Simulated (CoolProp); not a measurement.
C2F6 (R116) along the isobar 3.54 MPa: fugacity coefficient from the reference equation and from simpler models built on Tc = 293.0 K, pc = 3.048 MPa, ω = 0.257; each cubic takes its own stable root.

The numbers come from the reference Helmholtz-energy equation of state, Lemmon 2006 in CoolProp. It is a short technical equation, of lower accuracy than the large ones.

| T (K) | phase | reference | van der Waals | Redlich-Kwong | Soave-Redlich-Kwong | Peng-Robinson |
|---|---|---|---|---|---|---|
| 267.1 | liquid | 0.3749 | 0.4899 | 0.4149 | 0.3832 | 0.3682 |
| 275.5 | liquid | 0.4428 | 0.5350 | 0.4742 | 0.4516 | 0.4340 |
| 283.8 | liquid | 0.5128 | 0.5791 | 0.5330 | 0.5208 | 0.5008 |
| 292.2 | liquid | 0.5838 | 0.6222 | 0.5904 | 0.5893 | 0.5670 |
| 300.6 | supercritical | 0.6467 | 0.6620 | 0.6411 | 0.6480 | 0.6236 |
| 309 | supercritical | 0.6866 | 0.6934 | 0.6763 | 0.6869 | 0.6615 |
| 317.3 | supercritical | 0.7174 | 0.7168 | 0.7036 | 0.7177 | 0.6917 |
| 325.7 | supercritical | 0.7441 | 0.7370 | 0.7274 | 0.7445 | 0.7183 |
| 334.1 | supercritical | 0.7674 | 0.7548 | 0.7483 | 0.7682 | 0.7418 |
| 342.5 | supercritical | 0.7880 | 0.7707 | 0.7671 | 0.7894 | 0.7630 |
| 350.9 | supercritical | 0.8065 | 0.7852 | 0.7840 | 0.8084 | 0.7821 |
| 359.2 | supercritical | 0.8230 | 0.7983 | 0.7992 | 0.8255 | 0.7994 |
| 367.6 | supercritical | 0.8381 | 0.8105 | 0.8132 | 0.8412 | 0.8153 |
| 376 | supercritical | 0.8518 | 0.8217 | 0.8260 | 0.8556 | 0.8299 |
| 384.4 | supercritical | 0.8643 | 0.8320 | 0.8378 | 0.8687 | 0.8433 |
